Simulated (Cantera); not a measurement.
An adiabatic, constant-volume homogeneous reactor starts with 3.35 % CH4, 20.3 % O2, 76.4 % N2, equivalence ratio 0.33, at 1673 K and 23.0 bar.

Computed with Cantera and GRI-Mech 3.0 (53 species, 325 reactions). The pressure lies above the range GRI-Mech 3.0 was tuned for (to about 10 atm).

Task: Predict: time of steepest temperature rise; temperature at 1.00 s; equilibrium temperature; x(O2) at 1.00 s; x(O) at 1.00 s; x(CO2) at 1.00 s.

Result: 
- time of steepest temperature rise = 17.0 µs
- temperature at 1.00 s = 2489 K
- equilibrium temperature = 2489 K
- x(O2) at 1.00 s = 0.126 (gas-phase equilibrium 0.126)
- x(O) at 1.00 s = 0.000837 (gas-phase equilibrium 0.000837)
- x(CO2) at 1.00 s = 0.0329 (gas-phase equilibrium 0.0329)
